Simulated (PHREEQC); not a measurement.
**Alkaline etch or developer: an equilibrium model**

Consider water at 25 °C with 0.018 mol NaOH and 0.035 mol (CH3)4NCl per kg of water. Closed to the air; pH follows from the charge balance.

Model: ion-association model, phreeqc.dat, run in PHREEQC.

Precipitation was switched off in this run.

Predict the pH.

pH 12.16.

(CH3)4N+ isn't in the database: it is added as a free cation with an ion size of 4 Å.
